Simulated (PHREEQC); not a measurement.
A PHREEQC input (ion-association model, wateq4f.dat):

```
SOLUTION 1
  temp 25
  units mg/kgw
  pH 6.13
  pe 8.6
  Na 0.0482
  K 0.00224
  Ca 0.0188
  Mg 0.0122
  Cl 0.0571
  S(6) 0.0871 as S
  Alkalinity 0.0458 as HCO3
  Li 0.000466
END
USE solution 1
EQUILIBRIUM_PHASES 1
  Gypsum 0 0
  CO2(g) -3.4 10
END
```

The run finishes without an error or a warning.

Its last state differs from that of the intended input:

```
quantity                     as run  intended
-------------------------  --------  --------
ionic strength (mol/kgw)    1.18e-5   8.16e-6
HSO4- (mol/kgw)            5.51e-10  1.84e-10
MgSO4 (mol/kgw)            3.09e-10  1.04e-10
CaSO4 (mol/kgw)            2.46e-10  8.26e-11
SI of Gypsum (CaSO4:2H2O)     -7.33     -7.80
```

Q: One thing in the input isn't as intended. What explains the difference?

A: One answer among several that fit: The fault: sulfate typed 'as S' though the number is for SO4. The line should read `as SO4` where the input has `as S`.
